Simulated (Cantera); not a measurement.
A closed system holds: 1 mol Si, 1.6 mol H₂O, 59 mol H₂, equilibrated at 30.0 mbar.

These are equilibrium values from Cantera (NASA tables, ideal gas, pure condensed phases), not measurements of a reactor. Candidate condensed phases: H₂O, Si, SiO₂; 18 gas species. Equilibrium is a limit: real reactors are often held back by kinetics, nucleation or transport.

Problem. At 1650 °C, list the 4 most abundant gas species with their mole fractions, and the condensed phases.

Solution. H₂ 0.969, SiO 0.0162, H₂O 0.00971, H 0.00535. Condensed: gas only.
